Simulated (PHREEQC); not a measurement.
Solution (20 °C): 180 mmol/kgw ZnCl2, 0.23 mmol/kgw NaCl and 5.4 mmol/kgw H2SO4. Closed to the air; pH follows from the charge balance.

All values are PHREEQC results (ion-association model, phreeqc.dat), not measurements.

No solid was allowed to form.

### Question
Predict the pH, ionic strength.

### Answer
pH 2.10; ionic strength 0.485 mol/kgw.

### Question
In which forms is S present?

### Answer
ZnSO4 53 %, SO4-2 38 %, HSO4- 7.6 %, Zn(SO4)2-2 1.5 % of the S.
